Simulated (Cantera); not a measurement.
A perfectly stirred reactor is fed with CH4 : O2 : N2 = 1 : 1.54 : 5.78 (molar parts), at 9.90 bar; it is adiabatic with a 498 K inlet, and is followed from long to short residence time, starting on the burning branch (τ in s: 0.027, 0.014, 0.0078, 0.0042, 0.0023, 0.0012, 0.00067, 0.00037, 0.0002, 0.00011, 5.8e-05, 3.2e-05, 1.7e-05).

Cantera simulation using GRI-Mech 3.0 (53 species, 325 reactions); the numbers are that mechanism's predictions, not measurements.

Predict: blow-out, bracketed by the residence times tried; x(CH4) at τ = 27.0 ms; x(O2) at τ = 27.0 ms; x(C2H4) at τ = 27.0 ms; x(C2H6) at τ = 27.0 ms; x(O) at τ = 27.0 ms; x(CH4) at τ = 0.670 ms; x(O2) at τ = 0.670 ms; x(C2H4) at τ = 0.670 ms; x(C2H6) at τ = 0.670 ms; x(O) at τ = 0.670 ms.


```json
{
  "blow_out_bracketed_by_the_residence_times_tried": "burning at 0.110 ms, out at 58.0 µs",
  "x(CH4) at τ = 27.0 ms": "0.000126",
  "x(O2) at τ = 27.0 ms": "7.75e-5",
  "x(C2H4) at τ = 27.0 ms": "9.63e-8",
  "x(C2H6) at τ = 27.0 ms": "7.64e-9",
  "x(O) at τ = 27.0 ms": "2.42e-6",
  "x(CH4) at τ = 0.670 ms": "0.00154",
  "x(O2) at τ = 0.670 ms": "0.00198",
  "x(C2H4) at τ = 0.670 ms": "2.18e-5",
  "x(C2H6) at τ = 0.670 ms": "2.05e-6",
  "x(O) at τ = 0.670 ms": "1.13e-5"
}
```
